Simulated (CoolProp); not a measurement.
Aqueous sodium chloride as a coolant, at 35 °C, 1 atm.

Values from CoolProp's Melinder's fits for secondary coolants.

```tsv
mass %	freezing point (°C)	cp (kJ/(kg K))	conductivity (W/(m K))	viscosity (mPa s)	Prandtl number
2.2	-1.3	4.069	0.621	0.748	4.90
3.8	-2.3	3.996	0.619	0.771	4.98
5.4	-3.3	3.926	0.617	0.796	5.06
7.1	-4.4	3.855	0.615	0.823	(withheld)
8.7	-5.6	3.791	0.614	0.851	(withheld)
10.3	-6.8	3.730	0.612	0.880	5.36
12	-8.2	3.668	0.611	0.914	5.49
13.6	-9.6	3.613	(withheld)	0.949	5.63
15.2	-11.1	3.561	0.607	0.987	5.79
16.8	-12.7	3.511	(withheld)	(withheld)	5.97
18.5	-14.6	3.462	0.603	1.08	6.20
```

Task: Some entries are withheld; supply them.

Result: 
- 7.1, Prandtl number: 5.16
- 8.7, Prandtl number: 5.25
- 13.6, conductivity (W/(m K)): 0.609
- 16.8, conductivity (W/(m K)): 0.605
- 16.8, viscosity (mPa s): 1.03
